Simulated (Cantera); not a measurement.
**FeS2 + H2S + O2 + H2 (roasting and sulfation)**

Input: 1 mol FeS2, 1.4 mol H2S, 8.7 mol O2, 0.00012 mol H2, held at 1.40 bar.

Method: chemical equilibrium by Gibbs-energy minimisation in Cantera with the NASA 1993 tables (ideal gas, pure condensed phases). Candidate condensed phases: Fe, FeO, Fe(OH)2, Fe(OH)3, FeS, FeSO4, FeS2, Fe2O3, Fe2(SO4)3, Fe3O4, H2O, H2SO4, S; 22 gas species. Kinetics and transport are ignored.

| T (K) | log p O2 | log p SO2 | log p SO3 | log p H2O | log p H2SO4 | log p OH | n Fe2(SO4)3(s) | n Fe2O3(s) | n Fe3O4(s) |
|---|---|---|---|---|---|---|---|---|---|
| 623 | -0.19 | -3.75 | -0.47 | -0.73 | -0.63 | -11.81 | 0.500 | 0 | 0 |
| 773 | -0.25 | -1.97 | -0.33 | -0.46 | -1.76 | -9.05 | 0.500 | 0 | 0 |
| 923 | -0.23 | -1.00 | -0.43 | -0.46 | -2.87 | -7.27 | 0.500 | 0 | 0 |
| 1073 | -0.25 | -0.43 | -0.65 | -0.61 | -3.94 | -6.06 | 0 | 0.500 | 0 |
| 1223 | -0.22 | -0.31 | -1.09 | -0.63 | -4.93 | -5.09 | 0 | 0.500 | 0 |
| 1373 | -0.21 | -0.28 | -1.50 | -0.64 | -5.75 | -4.33 | 0 | 0.500 | 0 |
| 1523 | -0.21 | -0.27 | -1.85 | -0.64 | -6.41 | -3.72 | 0 | 0.500 | 0 |
| 1673 | -0.21 | -0.26 | -2.14 | -0.64 | -6.94 | -3.22 | 0 | 0.500 | 0 |
| 1823 | -0.20 | -0.27 | -2.38 | -0.65 | -7.39 | -2.81 | 0 | 0 | 0.333 |
log p: log10 of the partial pressure in bar; n: condensed amount in mol.

From 623 K to 923 K the condensed part is Fe2(SO4)3(s). From 1073 K to 1673 K the condensed part is Fe2O3(s). At 1823 K the condensed part is Fe3O4(s).
